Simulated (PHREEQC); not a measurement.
Solution (2.5 °C): 0.0095 mol/kgw ZnSO4, 0.0025 mol/kgw NaHF2 and 0.006 mol/kgw Na2SO4. Closed to the air; pH follows from the charge balance.

The numbers come from PHREEQC with the ion-association model, phreeqc.dat.

The ionic strength comes out as 0.0444 mol/kgw. What activity coefficients do SO4-2, Na+, HSO4-, NaSO4-, ZnF+ get?

SO4-2 0.49, Na+ 0.84, HSO4- 0.83, NaSO4- 0.84, ZnF+ 0.83.

This is a speciation only: nothing precipitates in the calculation. Constants without temperature data keep their 25 °C values here.
